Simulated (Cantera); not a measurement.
A closed system holds: 1 mol (CH3)2SiCl2, 3 mol HCl, 210 mol H2, 0.65 mol C2H2, equilibrated at 20000 Pa.

Equilibrium computed with Cantera from the NASA thermochemical tables; the gas is ideal and each condensed phase is pure. Candidate condensed phases: C, C6H6, C7H8, C8H18, Si, SiC; 109 gas species. The feed counts by its element totals alone. Gases not in the tables: Si2H6 and higher silanes. Equilibrium is a limit: real reactors are often held back by kinetics, nucleation or transport.

Task: Which condensed phases are stable at each of these points (T (K)): 1200, 1300, 1400, 1500, 1600, 1700, 1800, 1900, 2000, 2100, 2200, 2300, 2400, 2500?

Result: 
| T (K) | condensed phases | Si condensed (%) |
|---|---|---|
| 1200 | C(graphite) + SiC(s) | 99.9 |
| 1300 | C(graphite) + SiC(s) | 99.9 |
| 1400 | C(graphite) + SiC(s) | 99.8 |
| 1500 | C(graphite) + SiC(s) | 99.7 |
| 1600 | C(graphite) + SiC(s) | 99.6 |
| 1700 | C(graphite) + SiC(s) | 99.4 |
| 1800 | C(graphite) + SiC(s) | 99.1 |
| 1900 | C(graphite) + SiC(s) | 98.7 |
| 2000 | C(graphite) + SiC(s) | 97.9 |
| 2100 | C(graphite) + SiC(s) | 96.0 |
| 2200 | C(graphite) + SiC(s) | 90.3 |
| 2300 | C(graphite) + SiC(s) | 72.9 |
| 2400 | SiC(s) | 20.2 |
| 2500 | gas only | 0.0 |

From 1200 K to 2300 K the condensed part is C(graphite) + SiC(s). At 2400 K the condensed part is SiC(s). At 2500 K nothing is condensed.
